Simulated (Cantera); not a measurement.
**Thermodynamics of hydrogen reduction and annealing atmospheres, feed Nb2O5 + H2**

Input: 1 mol Nb2O5, 49 mol H2, equilibrated at 10.0 Torr.

Method: chemical equilibrium by Gibbs-energy minimisation in Cantera with the NASA 1993 tables (ideal gas, pure condensed phases). Candidate condensed phases: H2O, Nb, NbO, NbO2, Nb2O5; 12 gas species. Mutual solubility and eutectic melting of coexisting phases are not modelled. Condensed phases not in the tables: the oxides between NbO2 and Nb2O5. Kinetics and transport are ignored.

```
T (K)   x H2    x H2O       x H    x NbO2      x OH     x NbO       x O  n NbO2(s)  n Nb2O5(s)
-----  -----  -------  --------  --------  --------  --------  --------  ---------  ----------
950    0.996  0.00362   4.81e-9    <1e-12    <1e-12    <1e-12    <1e-12      0.354       0.823
1050   0.992  0.00776   7.00e-8    <1e-12  1.75e-12    <1e-12    <1e-12      0.761       0.620
1150   0.985   0.0153   6.41e-7    <1e-12  6.03e-11    <1e-12    <1e-12       1.50       0.249
1250   0.980   0.0204   4.14e-6    <1e-12  8.90e-10    <1e-12    <1e-12       2.00           0
1350   0.980   0.0204   2.04e-5  3.05e-11   6.91e-9    <1e-12    <1e-12       2.00           0
1450   0.980   0.0204   8.11e-5  9.75e-10   4.05e-8    <1e-12  2.97e-12       2.00           0
1550   0.979   0.0204  0.000270   1.97e-8   1.89e-7  3.36e-11  4.42e-11       2.00           0
1650   0.979   0.0204  0.000778   2.72e-7   7.33e-7  9.25e-10  4.75e-10       2.00           0
1750   0.978   0.0204   0.00199   2.76e-6   2.43e-6   1.72e-8   3.90e-9       2.00           0
1850   0.975   0.0204   0.00461   2.16e-5   7.11e-6   2.31e-7   2.56e-8       2.00           0
1950   0.970   0.0203   0.00978  0.000136   1.86e-5   2.35e-6   1.39e-7       1.99           0
```
x: gas mole fraction; n: condensed amount in mol.

From 950 K to 1150 K the condensed part is NbO2(s) + Nb2O5(s). From 1250 K to 1950 K the condensed part is NbO2(s).
